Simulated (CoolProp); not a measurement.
Model: reference Helmholtz-energy equation of state, Span 1996, in CoolProp.

### Question
For carbon dioxide, give the phase and the cp (kJ/(kg K)), Prandtl number at 367.9 K and 6.72 MPa.

### Answer
- 367.9 K and 6.72 MPa: gas; cp 1.26, Prandtl number 0.924

Viscosity comes from a separate model (Laesecke 2017). Thermal conductivity comes from a separate model (Huber 2016).
